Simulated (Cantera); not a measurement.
What does this Cantera script print?

```python
import numpy as np
import cantera as ct

gas = ct.Solution("h2o2.yaml")
gas.TPX = 675, 13332, {'H2': 1, 'O2': 0.312, 'N2': 1.17}
flame = ct.FreeFlame(gas, width=0.16)
flame.set_refine_criteria(ratio=3, slope=0.08, curve=0.16)
flame.transport_model = "mixture-averaged"
flame.solve(loglevel=0, auto=True)
z, T = flame.grid, flame.T
thick = (T[-1] - T[0]) / np.gradient(T, z).max()
show = ['H2', 'O2', 'O', 'H2O', 'OH', 'HO2']
print(f"laminar burning velocity  {flame.velocity[0] * 100:.3f} cm/s")
print(f"burnt temperature         {T[-1]:.1f} K")
print(f"thermal thickness         {thick * 1e3:.4f} mm")
print(f"grid points               {len(z)}")
z0 = z[flame.heat_release_rate.argmax()]
print(f"{'z/mm':>9s}{'T/K':>9s}{'u/(m/s)':>9s}" + "".join(f"{s:>11s}" for s in show))
rows = []
for k in (-3, -2, -1.5, -1, -0.5, -0.25, 0, 0.25, 0.5, 1, 2, 4, 8):
    zz = z0 + k * thick
    rows.append([k * thick, np.interp(zz, z, T), np.interp(zz, z, flame.velocity),
                 *(np.interp(zz, z, flame.X[gas.species_index(s)]) for s in show)])
    print(f"{rows[-1][0] * 1e3:9.3f}{rows[-1][1]:9.1f}{rows[-1][2]:9.3f}" + "".join(f"{x:11.3e}" for x in rows[-1][3:]))
```

It prints:

```
laminar burning velocity  865.379 cm/s
burnt temperature         2408.3 K
thermal thickness         6.6014 mm
grid points               145
     z/mm      T/K  u/(m/s)         H2         O2          O        H2O         OH        HO2
  -19.804    675.0    8.654  4.029e-01  1.257e-01  2.089e-15  4.836e-13  2.108e-16  8.237e-12
  -13.203    675.0    8.654  4.029e-01  1.257e-01  1.019e-12  1.380e-11  1.072e-13  1.371e-10
   -9.902    675.0    8.654  4.029e-01  1.257e-01  6.572e-11  5.581e-10  7.279e-12  5.548e-09
   -6.601    675.0    8.654  4.029e-01  1.257e-01  9.860e-09  7.007e-08  1.489e-09  5.472e-07
   -3.301    681.9    8.736  4.015e-01  1.255e-01  1.271e-05  5.085e-04  1.837e-05  3.336e-05
   -1.650    778.3    9.897  3.788e-01  1.217e-01  3.749e-04  1.057e-02  2.321e-04  2.525e-05
    0.000   1135.7   14.103  2.192e-01  6.693e-02  6.873e-03  1.213e-01  3.013e-03  1.075e-05
    1.650   1385.2   16.995  1.160e-01  1.134e-02  7.833e-03  2.272e-01  5.972e-03  1.771e-06
    3.301   1482.9   18.072  1.149e-01  7.273e-03  7.358e-03  2.360e-01  7.299e-03  1.024e-06
    6.601   1604.4   19.381  1.228e-01  6.196e-03  6.977e-03  2.392e-01  8.922e-03  7.605e-07
   13.203   1745.4   20.859  1.315e-01  5.078e-03  6.138e-03  2.436e-01  1.047e-02  5.509e-07
   26.406   1896.2   22.392  1.396e-01  3.823e-03  4.889e-03  2.495e-01  1.148e-02  3.832e-07
   52.811   2047.6   23.886  1.470e-01  2.588e-03  3.446e-03  2.567e-01  1.153e-02  2.637e-07
```

Cantera simulation using the H2/O2 subset of GRI-Mech 3.0, which has no nitrogen chemistry; the numbers are that mechanism's predictions, not measurements. Burning velocities carry a grid error of a few per cent, more on coarse grids.
